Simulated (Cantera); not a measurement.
Charge: 1 mol MgCO₃, 0.03 mol C, 0.39 mol H₂O, held at 1648 K and 13300 Pa.

Cantera equilibrium calculation (NASA polynomials, part measured and part estimated; ideal gas, pure solids and liquids). Candidate condensed phases: C, C₆H₆, C₇H₈, C₈H₁₈, H₂O, Mg, MgCO₃, MgO, Mg(OH)₂; 116 gas species. Equilibrium is a limit: real reactors are often held back by kinetics, nucleation or transport.

Problem. What is the equilibrium state?

Solution. 
- x(CO₂): 0.688
- x(H₂O): 0.270
- x(CO): 0.0377
- x(H₂): 0.00461
- x(OH): 4.36e-5
- x(H): 1.66e-5
- x(O₂): 3.38e-6
- n(MgO(s)): 1.000 mol
- gas amount: 1.420 mol
- log10 activity of C(graphite) (absent): -7.25
- log10 activity of Mg(l) (absent): -10.09
